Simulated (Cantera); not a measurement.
What does this Cantera script print?

```python
import numpy as np
import cantera as ct

gas = ct.Solution("gri30.yaml")


def delay(T, t_max=10):
    gas.TPX = T, 160000, {'CH4': 1, 'H2': 0.39, 'O2': 1.83, 'N2': 6.88}
    reactor = ct.IdealGasConstPressureReactor(gas, clone=False)
    net = ct.ReactorNet([reactor])
    net.rtol, net.atol = 1e-8, 1e-16
    while net.time < t_max:
        t_old, T_old = net.time, reactor.T
        net.step()
        if reactor.T > T + 400:  # ignition: a rise of 400 K
            return t_old + (T + 400 - T_old) / (reactor.T - T_old) * (net.time - t_old)
    return np.nan


taus = []
for T in [1225, 1325, 1425, 1525, 1625, 1725, 1825, 1925, 2025, 2125]:
    taus.append(delay(T))
    print(f"T0 = {T:6g} K   tau = {taus[-1]:.4e} s")
```

Result:

```
T0 =   1225 K   tau = 2.0643e-03 s
T0 =   1325 K   tau = 8.7639e-04 s
T0 =   1425 K   tau = 3.9533e-04 s
T0 =   1525 K   tau = 1.9332e-04 s
T0 =   1625 K   tau = 1.0296e-04 s
T0 =   1725 K   tau = 5.9015e-05 s
T0 =   1825 K   tau = 3.5843e-05 s
T0 =   1925 K   tau = 2.2804e-05 s
T0 =   2025 K   tau = 1.5093e-05 s
T0 =   2125 K   tau = 1.0348e-05 s
```

Cantera simulation using GRI-Mech 3.0 (53 species, 325 reactions); the numbers are that mechanism's predictions, not measurements.
